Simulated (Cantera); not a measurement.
# Dilute partial oxidation

An isothermal, constant-pressure homogeneous reactor starts with 0.805 % CH3OH, 2.23 % O2, 97.0 % N2, at 1500 K and 1.40 bar.

Detailed kinetics in Cantera: GRI-Mech 3.0 (53 species, 325 reactions). GRI-Mech 3.0 was tuned for natural gas; its chemistry of methanol as a main component is partial and can be far from experiment.

```tsv
t (s)	x CH3OH	x O2	x NO2	x CH2CO	x N2O	x C2H2	x CO
9.00e-5	0.00784	0.0222	<1e-12	7.50e-11	1.66e-9	1.19e-10	9.28e-6
0.000506	0.000283	0.0177	2.69e-11	5.93e-8	5.85e-8	1.11e-8	0.00690
0.00285	<1e-12	0.0103	5.95e-9	<1e-12	5.26e-7	<1e-12	0.000301
0.0160	<1e-12	0.0102	1.37e-8	<1e-12	5.69e-7	<1e-12	1.11e-5
0.0900	<1e-12	0.0102	6.93e-9	<1e-12	7.88e-8	<1e-12	6.32e-7
0.506	<1e-12	0.0102	5.93e-9	<1e-12	2.41e-8	<1e-12	3.31e-7
2.85	<1e-12	0.0102	5.96e-9	<1e-12	2.41e-8	<1e-12	3.31e-7
16.0	<1e-12	0.0102	6.16e-9	<1e-12	2.41e-8	<1e-12	3.31e-7
90.0	<1e-12	0.0102	7.26e-9	<1e-12	2.40e-8	<1e-12	3.31e-7
```
x: mole fraction; the columns are a selection and need not sum to one.

Equilibrium at this temperature and pressure: CH3OH <1e-12, O2 0.0100, NO2 4.11e-7, CH2CO <1e-12, N2O 2.39e-8, C2H2 <1e-12, CO 3.33e-7 (gas phase only).
